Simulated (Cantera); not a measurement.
A closed system holds: 1 mol SiCl4, 1 mol HCl, 2.5 mol H2, held at 750 °C and 0.133 bar.

Equilibrium computed with Cantera from the NASA thermochemical tables; the gas is ideal and each condensed phase is pure. Candidate condensed phases: Si; 19 gas species. The tables' values for SiCl3 are old estimates; treat these amounts as uncertain. Kinetics and transport are ignored.

Base state: H2 0.551, HCl 0.227, SiCl4 0.217, SiHCl3 0.00446, SiCl3 0.000382, SiCl2 1.42e-5, SiH2Cl2 1.01e-5 (mole fractions); condensed: gas only.

### Question
What changes in the equilibrium state with this change: temperature from 750 °C to 1000 °C?

### Answer
| species | before | after |
|---|---|---|
| H2 | 0.551 | 0.517 |
| HCl | 0.227 | 0.264 |
| SiCl4 | 0.217 | 0.182 |
| SiCl3 | 0.000382 | 0.0147 |
| SiHCl3 | 0.00446 | 0.0143 |
| SiCl2 | 1.42e-5 | 0.00780 |
| SiH2Cl2 | 1.01e-5 | 0.000155 |
